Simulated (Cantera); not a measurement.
An isothermal, constant-pressure homogeneous reactor starts with C2H6 : N2 = 1 : 1.1 (molar parts), at 1000 K and 101000 Pa. Integrator tolerance rtol = 1e-08.

Computed with Cantera and GRI-Mech 3.0 (53 species, 325 reactions). GRI-Mech 3.0 stops at C3 and has no aromatics, soot or wall deposition, so with more carbon than oxygen in the feed, carbon stays in small species such as C2H2 where larger ones or solid carbon would form.

What does this change do: N2 1.1 to 0.18 parts?


```csv
quantity,before,after
x(C2H6) at 10.0 s,0.133 (gas-phase equilibrium 0.00318),0.250 (gas-phase equilibrium 0.00627)
x(C2H4) at 10.0 s,0.223 (gas-phase equilibrium 0.129),0.310 (gas-phase equilibrium 0.219)
x(C2H) at 10.0 s,<1e-12 (gas-phase equilibrium <1e-12),<1e-12 (gas-phase equilibrium <1e-12)
x(H2) at 10.0 s,0.214 (gas-phase equilibrium 0.00906),0.293 (gas-phase equilibrium 0.0105)
x(CH4) at 10.0 s,0.0229 (gas-phase equilibrium 0.404),0.0403 (gas-phase equilibrium 0.611)
x(C2H2) at 10.0 s,0.00144 (gas-phase equilibrium 0.0275),0.00159 (gas-phase equilibrium 0.0403)
```

What does this change do: C2H6 1 to 7 parts?


```json
[
 {"quantity": "x(C2H6) at 10.0 s", "before": "0.133 (gas-phase equilibrium 0.00318)", "after": "0.255 (gas-phase equilibrium 0.00640)"},
 {"quantity": "x(C2H4) at 10.0 s", "before": "0.223 (gas-phase equilibrium 0.129)", "after": "0.313 (gas-phase equilibrium 0.223)"},
 {"quantity": "x(C2H) at 10.0 s", "before": "<1e-12 (gas-phase equilibrium <1e-12)", "after": "<1e-12 (gas-phase equilibrium <1e-12)"},
 {"quantity": "x(H2) at 10.0 s", "before": "0.214 (gas-phase equilibrium 0.00906)", "after": "0.296 (gas-phase equilibrium 0.0106)"},
 {"quantity": "x(CH4) at 10.0 s", "before": "0.0229 (gas-phase equilibrium 0.404)", "after": "0.0410 (gas-phase equilibrium 0.619)"},
 {"quantity": "x(C2H2) at 10.0 s", "before": "0.00144 (gas-phase equilibrium 0.0275)", "after": "0.00159 (gas-phase equilibrium 0.0408)"}
]
```

What does this change do: N2 1.1 to 0.43 parts?


```csv
quantity,before,after
x(C2H6) at 10.0 s,0.133 (gas-phase equilibrium 0.00318),0.204 (gas-phase equilibrium 0.00505)
x(C2H4) at 10.0 s,0.223 (gas-phase equilibrium 0.129),0.279 (gas-phase equilibrium 0.185)
x(C2H) at 10.0 s,<1e-12 (gas-phase equilibrium <1e-12),<1e-12 (gas-phase equilibrium <1e-12)
x(H2) at 10.0 s,0.214 (gas-phase equilibrium 0.00906),0.266 (gas-phase equilibrium 0.0100)
x(CH4) at 10.0 s,0.0229 (gas-phase equilibrium 0.404),0.0336 (gas-phase equilibrium 0.536)
x(C2H2) at 10.0 s,0.00144 (gas-phase equilibrium 0.0275),0.00154 (gas-phase equilibrium 0.0356)
```
